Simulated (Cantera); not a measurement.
**Pyrogenic steam for wet oxidation**

A perfectly stirred reactor is fed with H₂ : O₂ : N₂ = 0.42 : 3.3 : 16 (molar parts), at 97.5 Torr; it is held at 1398 K, and followed from long to short residence time.

Detailed kinetics in Cantera: the H2/O2 subset of GRI-Mech 3.0, which has no nitrogen chemistry.

| τ (s) | x H₂ | x O₂ | x H₂O | x H₂O₂ | x HO₂ | x OH | x H |
|---|---|---|---|---|---|---|---|
| 2.1 | 1.80e-5 | 0.158 | 0.0214 | 1.99e-8 | 4.24e-7 | 0.000260 | 5.97e-6 |
| 0.76 | 3.43e-5 | 0.158 | 0.0213 | 3.09e-8 | 7.08e-7 | 0.000365 | 1.64e-5 |
| 0.27 | 6.57e-5 | 0.158 | 0.0212 | 4.65e-8 | 1.13e-6 | 0.000512 | 4.54e-5 |
| 0.099 | 0.000122 | 0.158 | 0.0210 | 6.62e-8 | 1.66e-6 | 0.000709 | 0.000120 |
| 0.036 | 0.000223 | 0.157 | 0.0206 | 9.02e-8 | 2.28e-6 | 0.000972 | 0.000306 |
| 0.013 | 0.000399 | 0.156 | 0.0200 | 1.16e-7 | 2.91e-6 | 0.00131 | 0.000733 |
| 0.0047 | 0.000694 | 0.155 | 0.0191 | 1.42e-7 | 3.44e-6 | 0.00169 | 0.00154 |
| 0.0017 | 0.00119 | 0.154 | 0.0178 | 1.66e-7 | 3.82e-6 | 0.00208 | 0.00266 |
| 0.00061 | 0.00218 | 0.154 | 0.0161 | 1.95e-7 | 4.07e-6 | 0.00247 | 0.00369 |
x: mole fraction; the columns are a selection and need not sum to one.
